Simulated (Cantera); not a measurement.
Input (Python, Cantera) and output of one run.

```python
import numpy as np
import cantera as ct

gas_names = """
    B BH BH2 BH3 BN BO BO2 B2 B2O B2O2 B2O3 B3O3H3 H HBO HBO2 HNO HNO2 HNO3 HO2 H2 H2O H2O2 H3B3O6 N NH
    NH2 NH3 NH2OH NO NO2 NO3 N2 N2H2 N2H4 N2O O OH O2 O3
""".split()
cond_names = """
    B(b) B(L) BN(s) B2O3(L) B3O3H3(cr) H2O(s) H2O(L)
""".split()


def load(file, names, dense=False):
    # The tables refer to 1 bar. Condensed volumes are neglected.
    table = {s.name: s for s in ct.Species.list_from_file(file)}
    out = []
    for n in names:
        d = dict(table[n].input_data)
        d["thermo"] = dict(d["thermo"], **{"reference-pressure": 1e5})
        if dense:
            d["equation-of-state"] = {"model": "constant-volume", "density": "1e6 g/cm^3"}
        out.append(ct.Species.from_dict(d))
    return out


gas = ct.Solution(thermo="ideal-gas", species=load("nasa_gas.yaml", gas_names))
cond = {s.name: ct.Solution(thermo="fixed-stoichiometry", species=[s], name=s.name)
        for s in load("nasa_condensed.yaml", cond_names, dense=True)}
atoms = {
    'B2H6': {'B': 2, 'H': 6},
    'H2O': {'H': 2, 'O': 1},
    'NH3': {'N': 1, 'H': 3},
}
top_T = {'BN(s)': 3200}  # K; cautious upper limits of use, not melting points


def equilibrate(T, P, feed):
    n = {}
    for name, mol in feed.items():
        for a, k in atoms[name].items():
            n[a] = n.get(a, 0.0) + k * mol
    gas.TPX = T, P, n
    mass = sum(n.values()) * gas.mean_molecular_weight
    gas.equilibrate("TP")
    valid = [c for c in cond.values() if c.min_temp <= T <= top_T.get(c.name, c.max_temp)]
    mix = ct.Mixture([(gas, mass / gas.mean_molecular_weight)] + [(c, 0.0) for c in valid])
    mix.T, mix.P = T, P
    mix.equilibrate("TP", solver="vcs", rtol=1e-11, max_steps=5000)
    return mix


results = []
feed = {'B2H6': 1, 'H2O': 1.2, 'NH3': 0.8}  # mol
T = 1375  # K
for P in [10, 28, 77, 220, 600, 1700, 4600, 13000, 36000, 100000]:
    mix = equilibrate(T, P, feed)
    results.append((T, P, feed, dict(zip(mix.species_names, mix.species_moles))))

top = {s: max(r[3][s] / sum(r[3][g] for g in gas_names) for r in results) for s in gas_names}
cols = sorted((s for s in top if top[s] > 1e-05), key=lambda s: -top[s])[:6]
seen = [c for c in cond_names if any(r[3].get(c, 0) > 1e-12 for r in results)]
print("log10 of partial pressures in bar; condensed amounts in mol")
print(f"{'P/Pa':>10s}" + "".join(f"{s[:9]:>10s}" for s in cols + seen))
for T, P, feed, n in results:
    ng = sum(n[g] for g in gas_names)
    print(f"{P:10.4g}" + "".join(f"{np.log10(max(n[s] / ng * P / 1e5, 1e-99)):10.3f}" for s in cols)
          + "".join(f"{n.get(c, 0):10.4g}" for c in seen))
```

It prints:

```
log10 of partial pressures in bar; condensed amounts in mol
      P/Pa        H2       HBO      B2O2      B2O3    B3O3H3      HBO2      B(b)     BN(s)   B2O3(L)
        10    -4.060    -5.183    -5.273    -6.068    -8.434    -6.981   0.05728       0.8         0
        28    -3.588    -4.885    -5.148    -5.881    -7.538    -6.620    0.2151       0.8    0.1834
        77    -3.131    -4.656    -5.148    -5.881    -6.853    -6.392    0.3127       0.8    0.3003
       220    -2.667    -4.424    -5.148    -5.881    -6.157    -6.160    0.3558       0.8    0.3508
       600    -2.227    -4.204    -5.148    -5.881    -5.497    -5.940    0.3743       0.8     0.372
      1700    -1.773    -3.977    -5.148    -5.881    -4.815    -5.713    0.3826       0.8    0.3816
      4600    -1.340    -3.760    -5.148    -5.881    -4.166    -5.496    0.3847       0.8    0.3842
   1.3e+04    -0.888    -3.535    -5.148    -5.881    -3.488    -5.270    0.3823       0.8    0.3821
   3.6e+04    -0.446    -3.314    -5.148    -5.881    -2.825    -5.049    0.3751       0.8     0.375
     1e+05    -0.003    -3.092    -5.148    -5.881    -2.161    -4.828    0.3614       0.8    0.3613
```

Method: chemical equilibrium by Gibbs-energy minimisation in Cantera with the NASA 1993 tables (ideal gas, pure condensed phases). The feed counts by its element totals alone. Mutual solubility and eutectic melting of coexisting phases are not modelled.
